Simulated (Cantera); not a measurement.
A perfectly stirred reactor is fed with CH4 : H2 : O2 : N2 = 1 : 0.17 : 3.48 : 13.1 (molar parts), equivalence ratio 0.60, at 4.93 atm; it is adiabatic with a 725 K inlet, and is followed from long to short residence time, starting on the burning branch (τ in s: 0.033, 0.019, 0.011, 0.006, 0.0034, 0.0019, 0.0011, 0.00061, 0.00034, 0.00019, 0.00011, 6.2e-05, 3.5e-05).

Detailed kinetics in Cantera: GRI-Mech 3.0 (53 species, 325 reactions).

One state of this run: T (K) = 1983; x CH4 = 6.46e-5; x H2 = 0.000412; x O2 = 0.0792; x CO = 0.00186; x CO2 = 0.0545; x C2H2 = 1.84e-8. x: mole fraction; the columns are a selection and need not sum to one.

Which value of τ (s) does it belong to?
A) 0.011
B) 0.0011
C) 0.00034
D) 0.0034

B, 0.0011
